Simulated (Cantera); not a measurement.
A Cantera script and what it prints.

```python
import numpy as np
import cantera as ct

gas_names = """
    C CO COS CO2 CS CS2 C2 C2O C3 C3O2 C4 C5 Na NaO Na2 Na2O Na2SO4 O O2 O3 S SO SO2 SO3 S2 S2O S8
""".split()
cond_names = """
    C(gr) Na(cr) Na(L) NaO2(s) Na2CO3(I) Na2CO3(II) Na2CO3(L) Na2O(c) Na2O(a) Na2O(L) Na2O2(a) Na2O2(b)
    Na2S(1) Na2S(2) Na2S(L) Na2SO4(V) Na2SO4(IV) Na2SO4(I) Na2SO4(L) S(cr1) S(cr2) S(L)
""".split()


# ... load() reads the species with a 1 bar reference pressure and builds the phases ...
atoms = {
    'Na2SO4': {'Na': 2, 'S': 1, 'O': 4},
    'CO2': {'C': 1, 'O': 2},
}
top_T = {'C(gr)': 4500, 'NaO2(s)': 800, 'Na2O2(b)': 940}  # K; cautious upper limits of use, not melting points


# ... equilibrate(T, P, feed) seeds the gas with the atoms and calls Mixture.equilibrate('TP', solver="vcs", rtol=1e-11, max_steps=5000) ...
results = []
feed = {'Na2SO4': 1, 'CO2': 5.4}  # mol
P = 25000  # Pa
for T in [1525, 1600, 1675, 1750, 1825, 1900, 1975, 2050, 2125, 2200]:
    mix = equilibrate(T, P, feed)
    results.append((T, P, feed, dict(zip(mix.species_names, mix.species_moles))))
    x = sorted(zip(gas.X, gas.species_names), reverse=True)
    print(f"T = {T:g} K  P = {P:g} Pa  gas = {mix.phase_moles(0):.4g} mol")
    print("   x: " + "  ".join(f"{s} {v:.3e}" for v, s in x if v > 1e-05))
    print("   condensed (mol): " + ("  ".join(f"{mix.phase(i).name} {mix.phase_moles(i):.4g}"
          for i in range(1, mix.n_phases) if mix.phase_moles(i) > 1e-12) or "none"))
```

Output:

```
T = 1525 K  P = 25000 Pa  gas = 5.409 mol
   x: CO2 9.978e-01  CO 5.903e-04  O2 5.724e-04  Na 5.550e-04  SO2 2.782e-04  Na2SO4 1.935e-04
   condensed (mol): Na2SO4(L) 0.9974
T = 1600 K  P = 25000 Pa  gas = 5.425 mol
   x: CO2 9.943e-01  Na 1.794e-03  O2 1.422e-03  CO 1.051e-03  SO2 9.004e-04  Na2SO4 5.184e-04
   condensed (mol): Na2SO4(L) 0.9923
T = 1675 K  P = 25000 Pa  gas = 5.468 mol
   x: CO2 9.859e-01  Na 5.110e-03  O2 3.415e-03  SO2 2.570e-03  CO 1.725e-03  Na2SO4 1.258e-03  NaO 3.151e-05
   condensed (mol): Na2SO4(L) 0.9791
T = 1750 K  P = 25000 Pa  gas = 5.57 mol
   x: CO2 9.669e-01  Na 1.310e-02  O2 7.860e-03  SO2 6.603e-03  Na2SO4 2.800e-03  CO 2.634e-03  NaO 1.139e-04  O 1.326e-05
   condensed (mol): Na2SO4(L) 0.9476
T = 1825 K  P = 25000 Pa  gas = 5.805 mol
   x: CO2 9.265e-01  Na 3.074e-02  O2 1.723e-02  SO2 1.555e-02  Na2SO4 5.787e-03  CO 3.750e-03  NaO 3.697e-04  O 4.034e-05
   condensed (mol): Na2SO4(L) 0.8761
T = 1900 K  P = 25000 Pa  gas = 6.347 mol
   x: CO2 8.459e-01  Na 6.689e-02  O2 3.586e-02  SO2 3.398e-02  Na2SO4 1.120e-02  CO 4.899e-03  NaO 1.091e-03  O 1.130e-04  Na2O 2.455e-05  SO3 2.430e-05  SO 2.053e-05
   condensed (mol): Na2SO4(L) 0.713
T = 1975 K  P = 25000 Pa  gas = 7.726 mol
   x: CO2 6.934e-01  Na 1.365e-01  O2 7.094e-02  SO2 6.969e-02  Na2SO4 2.047e-02  CO 5.573e-03  NaO 2.955e-03  O 2.935e-04  Na2O 7.833e-05  SO 6.179e-05  SO3 5.598e-05  Na2 2.347e-05
   condensed (mol): Na2SO4(L) 0.3026
T = 2050 K  P = 25000 Pa  gas = 9.126 mol
   x: CO2 5.844e-01  Na 1.932e-01  O2 1.001e-01  SO2 9.887e-02  Na2SO4 1.048e-02  CO 7.343e-03  NaO 4.710e-03  O 6.157e-04  SO 1.444e-04  Na2O 1.063e-04  SO3 7.661e-05  Na2 3.929e-05
   condensed (mol): none
T = 2125 K  P = 25000 Pa  gas = 9.383 mol
   x: CO2 5.634e-01  Na 2.041e-01  O2 1.077e-01  SO2 1.043e-01  CO 1.212e-02  NaO 4.911e-03  Na2SO4 1.967e-03  O 1.084e-03  SO 2.740e-04  Na2O 7.299e-05  SO3 6.914e-05  Na2 3.706e-05
   condensed (mol): none
T = 2200 K  P = 25000 Pa  gas = 9.471 mol
   x: CO2 5.504e-01  Na 2.055e-01  O2 1.120e-01  SO2 1.047e-01  CO 1.982e-02  NaO 4.814e-03  O 1.810e-03  SO 4.826e-04  Na2SO4 3.522e-04  SO3 5.919e-05  Na2O 4.640e-05  Na2 3.208e-05
   condensed (mol): none
```

Cantera equilibrium calculation (NASA polynomials, part measured and part estimated; ideal gas, pure solids and liquids).
